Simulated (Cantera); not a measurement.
Input (Python, Cantera) and output of one run.

```python
import numpy as np
import cantera as ct

gas_names = """
    Br Br2 N N2 Si SiBr SiBr2 SiBr3 SiBr4 SiN Si2 Si2N Si3
""".split()
cond_names = """
    Br2(cr) Br2(L) Si(cr) Si(L) Si3N4(a)
""".split()


# ... load() reads the species with a 1 bar reference pressure and builds the phases ...
atoms = {
    'Si': {'Si': 1},
    'Br2': {'Br': 2},
    'N2': {'N': 2},
}
top_T = {'Si3N4(a)': 2400}  # K; cautious upper limits of use, not melting points


# ... equilibrate(T, P, feed) seeds the gas with the atoms and calls Mixture.equilibrate('TP', solver="vcs", rtol=1e-11, max_steps=5000) ...
results = []
T = 1200  # K
P = 100000  # Pa
for m in [1.7, 2.9, 4.9, 8.3, 14, 24, 41, 70]:
    feed = {'Si': 1, 'Br2': 7.2, 'N2': m}  # mol
    mix = equilibrate(T, P, feed)
    results.append((T, P, feed, dict(zip(mix.species_names, mix.species_moles))))

top = {s: max(r[3][s] / sum(r[3][g] for g in gas_names) for r in results) for s in gas_names}
cols = sorted((s for s in top if top[s] > 1e-05), key=lambda s: -top[s])[:5]
seen = [c for c in cond_names if any(r[3].get(c, 0) > 1e-12 for r in results)]
print("log10 of partial pressures in bar; condensed amounts in mol")
print(f"{'n(N2)':>10s}" + "".join(f"{s[:9]:>10s}" for s in cols + seen))
for T, P, feed, n in results:
    ng = sum(n[g] for g in gas_names)
    print(f"{feed['N2']:10.4g}" + "".join(f"{np.log10(max(n[s] / ng * P / 1e5, 1e-99)):10.3f}" for s in cols)
          + "".join(f"{n.get(c, 0):10.4g}" for c in seen))
```

It prints:

```
log10 of partial pressures in bar; condensed amounts in mol
     n(N2)        N2       Br2     SiBr4        Br
       1.7    -0.674    -0.200    -0.905    -1.486
       2.9    -0.503    -0.262    -0.966    -1.517
       4.9    -0.361    -0.348    -1.051    -1.560
       8.3    -0.248    -0.466    -1.167    -1.619
        14    -0.164    -0.611    -1.310    -1.692
        24    -0.103    -0.789    -1.484    -1.781
        41    -0.064    -0.988    -1.677    -1.880
        70    -0.039    -1.202    -1.884    -1.987
```

Method: chemical equilibrium by Gibbs-energy minimisation in Cantera with the NASA 1993 tables (ideal gas, pure condensed phases).
